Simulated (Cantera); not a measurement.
A perfectly stirred reactor is fed with 7.39 % CH4, 1.77 % C2H6, 19.1 % O2, 71.8 % N2, equivalence ratio 1.1, at 1.01 bar; it is adiabatic with a 750 K inlet, and is followed from long to short residence time, starting on the burning branch (τ in s: 0.02, 0.0094, 0.0043, 0.002, 0.00093, 0.00043, 0.0002, 9.1e-05, 4.2e-05, 2e-05, 9e-06).

Model: GRI-Mech 3.0 (53 species, 325 reactions), integrated in Cantera.

x: mole fraction; the columns are a selection and need not sum to one.

| τ (s) | T (K) | x CH4 | x C2H6 | x O2 | x C2H2 | x N2O | x C2H | x H2O |
|---|---|---|---|---|---|---|---|---|
| 0.020 | 2431 | 4.99e-6 | 1.30e-7 | 0.00482 | 4.99e-7 | 1.34e-7 | 6.26e-9 | 0.173 |
| 0.0094 | 2410 | 9.09e-6 | 2.73e-7 | 0.00580 | 8.70e-7 | 1.27e-7 | 1.18e-8 | 0.171 |
| 0.0043 | 2377 | 1.64e-5 | 5.87e-7 | 0.00725 | 1.43e-6 | 1.16e-7 | 2.10e-8 | 0.169 |
| 0.0020 | 2334 | [?] | [?] | [?] | [?] | [?] | [?] | 0.166 |
| 0.00093 | 2282 | 5.26e-5 | 2.54e-6 | 0.0112 | 3.24e-6 | 9.27e-8 | 5.23e-8 | 0.162 |
| 0.00043 | 2225 | 0.000100 | 5.32e-6 | 0.0135 | 4.91e-6 | 8.49e-8 | 7.89e-8 | 0.158 |
| 0.00020 | 2170 | 0.000203 | 1.13e-5 | 0.0162 | 8.15e-6 | 7.95e-8 | 1.24e-7 | 0.154 |
| 9.1e-5 | 2112 | 0.000462 | 2.66e-5 | 0.0203 | 1.68e-5 | 7.46e-8 | 2.24e-7 | 0.151 |
| 4.2e-5 | 2034 | 0.00133 | 7.73e-5 | 0.0293 | 5.52e-5 | 6.56e-8 | 5.13e-7 | 0.148 |
| 2.0e-5 | 750 | 0.0739 | 0.0177 | 0.191 | <1e-12 | <1e-12 | <1e-12 | <1e-12 |
| 9.0e-6 | 750 | 0.0739 | 0.0177 | 0.191 | <1e-12 | <1e-12 | <1e-12 | <1e-12 |

Some entries are withheld; supply them.


- 0.0020, x CH4: 2.90e-5
- 0.0020, x C2H6: 1.23e-6
- 0.0020, x O2: 0.00907
- 0.0020, x C2H2: 2.19e-6
- 0.0020, x N2O: 1.03e-7
- 0.0020, x C2H: 3.42e-8
